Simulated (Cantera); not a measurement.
Cantera run:

```python
import numpy as np
import cantera as ct

gas_names = """
    H HO2 H2 H2O H2O2 Li LiH LiO LiOH Li2 Li2O Li2O2 Li2O2H2 O OH O2 O3
""".split()
cond_names = """
    H2O(s) H2O(L) Li(cr) Li(L) LiH(s) LiH(L) LiOH(s) LiOH(L) Li2O(s) Li2O(L)
""".split()


# ... load() reads the species with a 1 bar reference pressure and builds the phases ...
atoms = {
    'LiOH': {'Li': 1, 'O': 1, 'H': 1},
    'H2': {'H': 2},
    'H2O': {'H': 2, 'O': 1},
}
top_T = {}  # K; cautious upper limits of use, not melting points


# ... equilibrate(T, P, feed) seeds the gas with the atoms and calls Mixture.equilibrate('TP', solver="vcs", rtol=1e-11, max_steps=5000) ...
results = []
P = 101325  # Pa
for T in [900, 950, 1000, 1050, 1100, 1150, 1200, 1250, 1300, 1350, 1400, 1450, 1500]:
    for m in [0.064, 0.1, 0.16, 0.25, 0.38, 0.6, 0.94, 1.5, 2.3, 3.6, 5.6, 8.7]:
        feed = {'LiOH': 1, 'H2': m, 'H2O': 0.87}  # mol
        mix = equilibrate(T, P, feed)
        results.append((T, P, feed, dict(zip(mix.species_names, mix.species_moles))))

for T, P, feed, n in results:
    print(f"{T:7g} {feed['H2']:10.4g}  " + (" + ".join(c for c in cond_names if n.get(c, 0) > 1e-12) or "gas only"))
```

Output:

```
    900      0.064  LiOH(L)
    900        0.1  LiOH(L)
    900       0.16  LiOH(L)
    900       0.25  LiOH(L)
    900       0.38  LiOH(L)
    900        0.6  LiOH(L)
    900       0.94  LiOH(L)
    900        1.5  LiOH(L)
    900        2.3  LiOH(L)
    900        3.6  LiOH(L)
    900        5.6  LiOH(L)
    900        8.7  LiOH(L)
    950      0.064  LiOH(L)
    950        0.1  LiOH(L)
    950       0.16  LiOH(L)
    950       0.25  LiOH(L)
    950       0.38  LiOH(L)
    950        0.6  LiOH(L)
    950       0.94  LiOH(L)
    950        1.5  LiOH(L)
    950        2.3  LiOH(L)
    950        3.6  LiOH(L)
    950        5.6  LiOH(L)
    950        8.7  LiOH(L) + Li2O(s)
   1000      0.064  LiOH(L)
   1000        0.1  LiOH(L)
   1000       0.16  LiOH(L)
   1000       0.25  LiOH(L)
   1000       0.38  LiOH(L)
   1000        0.6  LiOH(L)
   1000       0.94  LiOH(L)
   1000        1.5  LiOH(L)
   1000        2.3  LiOH(L)
   1000        3.6  LiOH(L)
   1000        5.6  LiOH(L) + Li2O(s)
   1000        8.7  Li2O(s)
   1050      0.064  LiOH(L)
   1050        0.1  LiOH(L)
   1050       0.16  LiOH(L)
   1050       0.25  LiOH(L)
   1050       0.38  LiOH(L)
   1050        0.6  LiOH(L)
   1050       0.94  LiOH(L)
   1050        1.5  LiOH(L)
   1050        2.3  LiOH(L)
   1050        3.6  LiOH(L) + Li2O(s)
   1050        5.6  Li2O(s)
   1050        8.7  Li2O(s)
   1100      0.064  LiOH(L)
   1100        0.1  LiOH(L)
   1100       0.16  LiOH(L)
   1100       0.25  LiOH(L)
   1100       0.38  LiOH(L)
   1100        0.6  LiOH(L)
   1100       0.94  LiOH(L)
   1100        1.5  LiOH(L)
   1100        2.3  LiOH(L) + Li2O(s)
   1100        3.6  Li2O(s)
   1100        5.6  Li2O(s)
   1100        8.7  Li2O(s)
   1150      0.064  LiOH(L)
   1150        0.1  LiOH(L)
   1150       0.16  LiOH(L)
   1150       0.25  LiOH(L)
   1150       0.38  LiOH(L)
   1150        0.6  LiOH(L)
   1150       0.94  LiOH(L)
   1150        1.5  LiOH(L) + Li2O(s)
   1150        2.3  Li2O(s)
   1150        3.6  Li2O(s)
   1150        5.6  Li2O(s)
   1150        8.7  Li2O(s)
   1200      0.064  LiOH(L)
   1200        0.1  LiOH(L)
   1200       0.16  LiOH(L)
   1200       0.25  LiOH(L)
   1200       0.38  LiOH(L)
   1200        0.6  LiOH(L)
   1200       0.94  LiOH(L) + Li2O(s)
   1200        1.5  Li2O(s)
   1200        2.3  Li2O(s)
   1200        3.6  Li2O(s)
   1200        5.6  Li2O(s)
   1200        8.7  Li2O(s)
   1250      0.064  LiOH(L)
   1250        0.1  LiOH(L)
   1250       0.16  LiOH(L)
   1250       0.25  LiOH(L)
   1250       0.38  LiOH(L) + Li2O(s)
   1250        0.6  Li2O(s)
   1250       0.94  Li2O(s)
   1250        1.5  Li2O(s)
   1250        2.3  Li2O(s)
   1250        3.6  Li2O(s)
   1250        5.6  Li2O(s)
   1250        8.7  Li2O(s)
   1300      0.064  LiOH(L)
   1300        0.1  LiOH(L)
   1300       0.16  LiOH(L) + Li2O(s)
   1300       0.25  Li2O(s)
   1300       0.38  Li2O(s)
   1300        0.6  Li2O(s)
   1300       0.94  Li2O(s)
   1300        1.5  Li2O(s)
   1300        2.3  Li2O(s)
   1300        3.6  Li2O(s)
   1300        5.6  Li2O(s)
   1300        8.7  Li2O(s)
   1350      0.064  Li2O(s)
   1350        0.1  Li2O(s)
   1350       0.16  Li2O(s)
   1350       0.25  Li2O(s)
   1350       0.38  Li2O(s)
   1350        0.6  Li2O(s)
   1350       0.94  Li2O(s)
   1350        1.5  Li2O(s)
   1350        2.3  Li2O(s)
   1350        3.6  Li2O(s)
   1350        5.6  Li2O(s)
   1350        8.7  Li2O(s)
   1400      0.064  Li2O(s)
   1400        0.1  Li2O(s)
   1400       0.16  Li2O(s)
   1400       0.25  Li2O(s)
   1400       0.38  Li2O(s)
   1400        0.6  Li2O(s)
   1400       0.94  Li2O(s)
   1400        1.5  Li2O(s)
   1400        2.3  Li2O(s)
   1400        3.6  Li2O(s)
   1400        5.6  Li2O(s)
   1400        8.7  Li2O(s)
   1450      0.064  Li2O(s)
   1450        0.1  Li2O(s)
   1450       0.16  Li2O(s)
   1450       0.25  Li2O(s)
   1450       0.38  Li2O(s)
   1450        0.6  Li2O(s)
   1450       0.94  Li2O(s)
   1450        1.5  Li2O(s)
   1450        2.3  Li2O(s)
   1450        3.6  Li2O(s)
   1450        5.6  Li2O(s)
   1450        8.7  Li2O(s)
   1500      0.064  Li2O(s)
   1500        0.1  Li2O(s)
   1500       0.16  Li2O(s)
   1500       0.25  Li2O(s)
   1500       0.38  Li2O(s)
   1500        0.6  Li2O(s)
   1500       0.94  Li2O(s)
   1500        1.5  Li2O(s)
   1500        2.3  Li2O(s)
   1500        3.6  Li2O(s)
   1500        5.6  Li2O(s)
   1500        8.7  Li2O(s)
```

Cantera equilibrium calculation (NASA polynomials, part measured and part estimated; ideal gas, pure solids and liquids). Mutual solubility and eutectic melting of coexisting phases are not modelled.
